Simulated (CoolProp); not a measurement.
Vapour-liquid equilibrium of benzene (1) + n-octane (2) at 23.3 kPa; x and y are mole fractions of (1).

Values from CoolProp's multi-fluid Helmholtz-energy mixture model, Thol 2012 and Beckmüller 2019; pair parameters Bell 2016.

```json
[
 {"x": "0.05", "bubble temperature, mixture model (K)": "347.7", "bubble temperature, Raoult's law (K)": "348.9", "y, mixture model": "0.223", "y, Raoult's law": "0.190"},
 {"x": "0.15", "bubble temperature, mixture model (K)": "338.8", "bubble temperature, Raoult's law (K)": "341.8", "y, mixture model": "0.509", "y, Raoult's law": "0.452"},
 {"x": "0.25", "bubble temperature, mixture model (K)": "332.2", "bubble temperature, Raoult's law (K)": "336.0", "y, mixture model": "0.669", "y, Raoult's law": "0.619"},
 {"x": "0.35", "bubble temperature, mixture model (K)": "327.3", "bubble temperature, Raoult's law (K)": "331.2", "y, mixture model": "0.764", "y, Raoult's law": "0.731"},
 {"x": "0.45", "bubble temperature, mixture model (K)": "323.6", "bubble temperature, Raoult's law (K)": "327.1", "y, mixture model": "0.826", "y, Raoult's law": "0.810"},
 {"x": "0.55", "bubble temperature, mixture model (K)": "320.8", "bubble temperature, Raoult's law (K)": "323.6", "y, mixture model": "0.870", "y, Raoult's law": "0.868"},
 {"x": "0.65", "bubble temperature, mixture model (K)": "318.4", "bubble temperature, Raoult's law (K)": "320.5", "y, mixture model": "0.903", "y, Raoult's law": "0.911"},
 {"x": "0.75", "bubble temperature, mixture model (K)": "316.4", "bubble temperature, Raoult's law (K)": "317.7", "y, mixture model": "0.932", "y, Raoult's law": "0.944"},
 {"x": "0.85", "bubble temperature, mixture model (K)": "314.6", "bubble temperature, Raoult's law (K)": "315.3", "y, mixture model": "0.958", "y, Raoult's law": "0.970"},
 {"x": "0.95", "bubble temperature, mixture model (K)": "312.9", "bubble temperature, Raoult's law (K)": "313.1", "y, mixture model": "0.986", "y, Raoult's law": "0.991"}
]
```

The largest gap from Raoult's law is -3.9 K in bubble temperature, at x = 0.35. No azeotrope shows between x = 0.05 and 0.95.

The pair parameters rest on a limited set of measurements; away from them the model extrapolates.
